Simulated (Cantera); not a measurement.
A closed system holds: 1 mol ZrO2, 4.9 mol H2, 2.4 mol N2, held at 1373.15 K and 1.00 Torr.

Equilibrium computed with Cantera from the NASA thermochemical tables; the gas is ideal and each condensed phase is pure. Candidate condensed phases: H2O, Zr, ZrN, ZrO2; 28 gas species. Equilibrium is a limit: real reactors are often held back by kinetics, nucleation or transport.

Base state: H2 0.671, N2 0.329, H 7.49e-5 (mole fractions); condensed: ZrO2(monoclinic).

Problem. What changes in the equilibrium state with this change: ZrO2 replaced by PbS?

Solution. 
```csv
species,before,after
H2,0.671,0.569
N2,0.329,0.286
PbS,0,0.0831
Pb,0,0.0361
H2S,0,0.0149
S2,0,0.0102
SH,0,0.000713
S,0,2.26e-5
H,7.49e-5,6.89e-5
"ZrO2(monoclinic), mol",1.000,0
```
Further candidate phases: Pb, PbS, S.
